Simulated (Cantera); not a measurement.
Hydrocarbon pyrolysis for carbon deposition

An isothermal, constant-pressure homogeneous reactor starts with C₃H₈ : H₂ = 1 : 1.9 (molar parts), at 1600 K and 4800 Pa.

Computed with Cantera and GRI-Mech 3.0 (53 species, 325 reactions). GRI-Mech 3.0 was tuned for natural gas; its chemistry of propane as a main component is partial and can be far from experiment. GRI-Mech 3.0 stops at C3 and has no aromatics, soot or wall deposition, so with more carbon than oxygen in the feed, carbon stays in small species such as C2H2 where larger ones or solid carbon would form. Radical loss at walls, strong at low pressure, is not modelled.

```json
[
 {"t (s)": "0.000500", "x C₃H₈": "0.000745", "x H₂": "0.542", "x CH₂": "3.60e-6", "x C₂H₄": "0.174", "x CH₄": "0.202", "x C₂H₆": "0.00431", "x CH₃": "0.00689"},
 {"t (s)": "0.00107", "x C₃H₈": "2.38e-5", "x H₂": "0.557", "x CH₂": "1.06e-6", "x C₂H₄": "0.142", "x CH₄": "0.198", "x C₂H₆": "0.00129", "x CH₃": "0.00286"},
 {"t (s)": "0.00227", "x C₃H₈": "5.72e-7", "x H₂": "0.570", "x CH₂": "3.46e-7", "x C₂H₄": "0.113", "x CH₄": "0.193", "x C₂H₆": "0.000360", "x CH₃": "0.00141"},
 {"t (s)": "0.00484", "x C₃H₈": "7.29e-8", "x H₂": "0.582", "x CH₂": "1.29e-7", "x C₂H₄": "0.0856", "x CH₄": "0.188", "x C₂H₆": "0.000108", "x CH₃": "0.000796"},
 {"t (s)": "0.0103", "x C₃H₈": "2.57e-8", "x H₂": "0.593", "x CH₂": "7.03e-8", "x C₂H₄": "0.0573", "x CH₄": "0.182", "x C₂H₆": "5.02e-5", "x CH₃": "0.000564"},
 {"t (s)": "0.0220", "x C₃H₈": "1.81e-8", "x H₂": "0.606", "x CH₂": "6.96e-8", "x C₂H₄": "0.0273", "x CH₄": "0.176", "x C₂H₆": "4.42e-5", "x CH₃": "0.000554"},
 {"t (s)": "0.0469", "x C₃H₈": "1.93e-8", "x H₂": "0.617", "x CH₂": "9.05e-8", "x C₂H₄": "0.00600", "x CH₄": "0.168", "x C₂H₆": "5.17e-5", "x CH₃": "0.000626"},
 {"t (s)": "0.100", "x C₃H₈": "1.80e-8", "x H₂": "0.627", "x CH₂": "9.60e-8", "x C₂H₄": "0.00183", "x CH₄": "0.157", "x C₂H₆": "5.00e-5", "x CH₃": "0.000625"},
 {"t (s)": "0.213", "x C₃H₈": "1.31e-8", "x H₂": "0.641", "x CH₂": "8.96e-8", "x C₂H₄": "0.00158", "x CH₄": "0.137", "x C₂H₆": "3.99e-5", "x CH₃": "0.000563"},
 {"t (s)": "0.454", "x C₃H₈": "7.19e-9", "x H₂": "0.664", "x CH₂": "7.87e-8", "x C₂H₄": "0.00134", "x CH₄": "0.108", "x C₂H₆": "2.63e-5", "x CH₃": "0.000464"},
 {"t (s)": "0.969", "x C₃H₈": "2.61e-9", "x H₂": "0.691", "x CH₂": "6.29e-8", "x C₂H₄": "0.00113", "x CH₄": "0.0713", "x C₂H₆": "1.29e-5", "x CH₃": "0.000333"},
 {"t (s)": "2.06", "x C₃H₈": "5.89e-10", "x H₂": "0.716", "x CH₂": "4.36e-8", "x C₂H₄": "0.00101", "x CH₄": "0.0387", "x C₂H₆": "4.41e-6", "x CH₃": "0.000200"},
 {"t (s)": "4.40", "x C₃H₈": "1.04e-10", "x H₂": "0.732", "x CH₂": "2.52e-8", "x C₂H₄": "0.000986", "x CH₄": "0.0182", "x C₂H₆": "1.15e-6", "x CH₃": "0.000102"},
 {"t (s)": "9.38", "x C₃H₈": "2.75e-11", "x H₂": "0.739", "x CH₂": "1.35e-8", "x C₂H₄": "0.000988", "x CH₄": "0.00879", "x C₂H₆": "3.34e-7", "x CH₃": "5.12e-5"},
 {"t (s)": "20.0", "x C₃H₈": "1.41e-11", "x H₂": "0.741", "x CH₂": "8.60e-9", "x C₂H₄": "0.000991", "x CH₄": "0.00543", "x C₂H₆": "1.73e-7", "x CH₃": "3.20e-5"}
]
```
x: mole fraction; the columns are a selection and need not sum to one.

Equilibrium at this temperature and pressure: C₃H₈ 1.20e-11, H₂ 0.742, CH₂ 7.57e-9, C₂H₄ 0.000992, CH₄ 0.00475, C₂H₆ 1.49e-7, CH₃ 2.80e-5 (gas phase only).
